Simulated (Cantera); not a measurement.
# NF3 + H2O + O2 (abatement and gas-phase synthesis)

Charge: 1 mol NF3, 3 mol H2O, 0.24 mol O2, at 1.00 bar.

Method: chemical equilibrium by Gibbs-energy minimisation in Cantera with the NASA 1993 tables (ideal gas, pure condensed phases). Candidate condensed phases: H2O; 40 gas species. Kinetics and transport are ignored.

From 1098 K to 2498 K nothing is condensed.

```
T (K)   x HF  x H2O   x O2    x N2      x OH      x NO       x O      x H2
-----  -----  -----  -----  ------  --------  --------  --------  --------
1098   0.501  0.250  0.165  0.0835   9.81e-7   2.41e-5  9.65e-10  7.73e-10
1298   0.501  0.250  0.165  0.0834   1.53e-5  0.000113   6.94e-8   5.16e-8
1498   0.501  0.250  0.165  0.0833  0.000115  0.000349   1.60e-6   1.13e-6
1698   0.501  0.250  0.165  0.0830  0.000534  0.000828   1.78e-5   1.21e-5
1898   0.501  0.249  0.164  0.0826   0.00179   0.00163  0.000119   7.89e-5
2098   0.500  0.247  0.162  0.0819   0.00477   0.00281  0.000552  0.000359
2298   0.498  0.243  0.159  0.0809    0.0106   0.00436   0.00196   0.00125
2498   0.495  0.233  0.154  0.0794    0.0203   0.00624   0.00564   0.00350
```
x: gas mole fraction; nothing condenses.
